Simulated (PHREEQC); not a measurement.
A solution holds 69 mmol/kgw HF, 0.43 mmol/kgw CsF, 0.16 mmol/kgw H4SiO4 and 3.5 mmol/kgw H3PO4, at 25 °C. Closed to the air; pH follows from the charge balance.

Equilibrium calculation in PHREEQC: ion-association model, wateq4f.dat.

Precipitation was switched off in this run.

Problem. Order these F species by the share of F that they hold, largest first: HF, SiF6-2, HF2-, F-, H2F2.

Solution. HF (71 %), H2F2 (18 %), F- (7.3 %), HF2- (2.8 %), SiF6-2 (1.4 %)

The pH is 2.15 and the ionic strength 0.00831 mol/kgw. Species that the database lacks are ignored. wateq4f.dat counts part of the HF as a dimer, H2F2, which phreeqc.dat doesn't know; its constant is uncertain. H3PO4, which wateq4f.dat lacks, is added to it with the constant of phreeqc.dat. SiF6-2 is the database's only silicon fluoride.
